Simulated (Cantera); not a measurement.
An adiabatic, constant-pressure homogeneous reactor starts with CH₃OH : O₂ : N₂ = 1 : 0.714 : 2.69 (molar parts), equivalence ratio 2.1, at 1075 K and 22.7 atm. Integrator tolerance rtol = 1e-08.

Detailed kinetics in Cantera: GRI-Mech 3.0 (53 species, 325 reactions). GRI-Mech 3.0 was tuned for natural gas; its chemistry of methanol as a main component is partial and can be far from experiment. The pressure lies above the range GRI-Mech 3.0 was tuned for (to about 10 atm).

**Question.** What does this change do: pressure from 22.7 atm to 1.28 atm?

**Answer.** 
| quantity | before | after |
|---|---|---|
| time of steepest temperature rise | 7.66 ms | 66.0 ms |
| temperature at 1.00 s | 2240 K | 2229 K |
| equilibrium temperature | 2240 K | 2229 K |
| x(CH₃OH) at 1.00 s | 3.85e-11 (gas-phase equilibrium 3.94e-11) | <1e-12 (gas-phase equilibrium <1e-12) |
| x(O₂) at 1.00 s | 2.19e-7 (gas-phase equilibrium 2.19e-7) | 3.36e-6 (gas-phase equilibrium 3.36e-6) |
| x(H) at 1.00 s | 0.000552 (gas-phase equilibrium 0.000552) | 0.00217 (gas-phase equilibrium 0.00217) |
| x(C₂H₂) at 1.00 s | 4.21e-12 (gas-phase equilibrium 4.63e-12) | <1e-12 (gas-phase equilibrium <1e-12) |
| x(OH) at 1.00 s | 0.000125 (gas-phase equilibrium 0.000125) | 0.000482 (gas-phase equilibrium 0.000482) |
| x(C₂H₆) at 1.00 s | <1e-12 (gas-phase equilibrium <1e-12) | <1e-12 (gas-phase equilibrium <1e-12) |
